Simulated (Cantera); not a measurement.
Cantera run, input and output.

```python
import numpy as np
import cantera as ct

gas = ct.Solution("gri30.yaml")
gas.TPX = 1025, 35, {'C2H6': 1, 'H2': 12, 'N2': 0.26}
reactor = ct.IdealGasConstPressureReactor(gas, energy="off", clone=False)
net = ct.ReactorNet([reactor])
net.rtol, net.atol = 1e-08, 1e-18
show = ['C2H6', 'H2', 'CH4', 'CH3', 'C2H']
times = np.geomspace(9e-06, 10, 15)

steps = ct.SolutionArray(gas, extra=["t"])
rows = []
print(f"{'t/s':>10s}{'T/K':>9s}{'P/Pa':>11s}" + "".join(f"{s:>11s}" for s in show))
for t in times:
    while net.time < t:
        t_next = net.step()
        steps.append(gas.state, t=t_next)
    rows.append([np.interp(t, steps.t, y) for y in (steps.T, steps.P, *steps(*show).X.T)])
    print(f"{t:10.3e}{rows[-1][0]:9.1f}{rows[-1][1]:11.4g}" + "".join(f"{x:11.3e}" for x in rows[-1][2:]))
rate = np.gradient(steps.T, steps.t)
print("integrator steps:", len(steps.t))
if steps.T.max() > steps.T[0] + 200:
    print(f"time of steepest temperature rise: {steps.t[rate.argmax()]:.4e} s")
gas.TPX = 1025, 35, {'C2H6': 1, 'H2': 12, 'N2': 0.26}
gas.equilibrate("TP")
print(f"equilibrium (TP): T = {gas.T:.1f} K  " + "  ".join(f"{s} {gas[s].X[0]:.3e}" for s in show))
```

Result:

```
       t/s      T/K       P/Pa       C2H6         H2        CH4        CH3        C2H
 9.000e-06   1025.0         35  7.541e-02  9.050e-01  2.330e-14  9.623e-11  2.965e-50
 2.433e-05   1025.0         35  7.541e-02  9.050e-01  1.718e-13  2.600e-10  1.821e-47
 6.575e-05   1025.0         35  7.541e-02  9.050e-01  1.241e-12  7.020e-10  6.363e-45
 1.777e-04   1025.0         35  7.541e-02  9.050e-01  9.016e-12  1.892e-09  3.797e-42
 4.804e-04   1025.0         35  7.541e-02  9.050e-01  6.538e-11  5.072e-09  2.558e-39
 1.298e-03   1025.0         35  7.541e-02  9.050e-01  4.713e-10  1.342e-08  1.859e-36
 3.510e-03   1025.0         35  7.541e-02  9.050e-01  3.308e-09  3.423e-08  1.072e-33
 9.487e-03   1025.0         35  7.541e-02  9.050e-01  2.186e-08  7.959e-08  4.229e-31
 2.564e-02   1025.0         35  7.541e-02  9.050e-01  1.249e-07  1.493e-07  1.154e-28
 6.931e-02   1025.0         35  7.541e-02  9.050e-01  5.465e-07  1.959e-07  2.424e-26
 1.873e-01   1025.0         35  7.541e-02  9.050e-01  1.826e-06  2.081e-07  4.105e-24
 5.064e-01   1025.0         35  7.538e-02  9.050e-01  5.810e-06  2.693e-07  6.234e-22
 1.369e+00   1025.0         35  7.516e-02  9.050e-01  2.698e-05  7.155e-07  8.798e-20
 3.700e+00   1025.0         35  7.369e-02  9.050e-01  2.660e-04  3.411e-06  1.101e-17
 1.000e+01   1025.0         35  6.533e-02  9.043e-01  2.788e-03  1.096e-05  7.719e-16
integrator steps: 333
equilibrium (TP): T = 1025.0 K  C2H6 1.373e-06  H2 8.741e-01  CH4 7.409e-02  CH3 3.261e-07  C2H 1.705e-13
```

Model: GRI-Mech 3.0 (53 species, 325 reactions), integrated in Cantera. GRI-Mech 3.0 stops at C3 and has no aromatics, soot or wall deposition, so with more carbon than oxygen in the feed, carbon stays in small species such as C2H2 where larger ones or solid carbon would form. Radical loss at walls, strong at low pressure, is not modelled.
